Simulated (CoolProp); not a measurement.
The numbers come from the reference Helmholtz-energy equation of state, Lemmon 2006 in CoolProp. It is a short technical equation, of lower accuracy than the large ones.

Problem. For nitrous oxide, give the phase and the speed of sound (m/s) at 146.45 °C and 59.4 kPa.

Solution. 
- 146.45 °C and 59.4 kPa: gas; speed of sound 313
